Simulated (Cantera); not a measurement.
Mixture: CH4 : CO : O2 : N2 = 1 : 0.48 : 1.72 : 6.48 (molar parts), at 1.01 bar, adiabatic and at constant pressure. Ignition delay is the time to a rise of 400 K.

Computed with Cantera and GRI-Mech 3.0 (53 species, 325 reactions).

Q: Predict: delay at 1125 K; delay at 1200 K; delay at 1275 K; delay at 1350 K; delay at 1425 K; apparent activation energy between 1275 and 1425 K.

A: 
```json
{
  "delay at 1125 K": "0.239 s",
  "delay at 1200 K": "70.7 ms",
  "delay at 1275 K": "23.1 ms",
  "delay at 1350 K": "8.22 ms",
  "delay at 1425 K": "3.20 ms",
  "apparent activation energy between 1275 and 1425 K": "200 kJ/mol"
}
```
